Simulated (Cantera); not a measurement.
## Silicon epitaxy and polysilicon growth: SiHCl₃ + Cl₂ + H₂

A closed system holds: 1 mol SiHCl₃, 0.023 mol Cl₂, 5.4 mol H₂, at 9000 Pa.

Equilibrium computed with Cantera from the NASA thermochemical tables; the gas is ideal and each condensed phase is pure. Candidate condensed phases: Si; 19 gas species. The tables' values for SiCl₃ are old estimates; treat these amounts as uncertain. Rates play no part.

| T (K) | x H₂ | x SiCl₄ | x SiHCl₃ | x HCl | x SiCl₃ | x SiH₂Cl₂ | x SiCl₂ | n Si(s) |
|---|---|---|---|---|---|---|---|---|
| 800 | 0.875 | 0.0915 | 0.0302 | 0.00240 | 7.45e-5 | 0.000804 | 6.73e-6 | 0.190 |
| 825 | 0.874 | 0.0914 | 0.0298 | 0.00331 | 0.000120 | 0.000821 | 1.39e-5 | 0.192 |
| 850 | 0.874 | 0.0913 | 0.0295 | 0.00449 | 0.000188 | 0.000836 | 2.75e-5 | 0.194 |
| 875 | 0.873 | 0.0910 | 0.0291 | 0.00598 | 0.000287 | 0.000849 | 5.22e-5 | 0.197 |
| 900 | 0.871 | 0.0907 | 0.0287 | 0.00782 | 0.000426 | 0.000861 | 9.54e-5 | 0.200 |
| 925 | 0.870 | 0.0902 | 0.0283 | 0.0101 | 0.000619 | 0.000870 | 0.000169 | 0.204 |
| 950 | 0.868 | 0.0894 | 0.0278 | 0.0128 | 0.000879 | 0.000878 | 0.000289 | 0.208 |
| 975 | 0.866 | 0.0885 | 0.0273 | 0.0160 | 0.00122 | 0.000883 | 0.000480 | 0.213 |
x: gas mole fraction; n: condensed amount in mol.

From 800 K to 975 K the condensed part is Si(s). The main Si-bearing gas is SiCl₄ throughout. The share of Si in condensed phases is highest at 975 K (21.3 %) and lowest at 800 K (19.0 %).
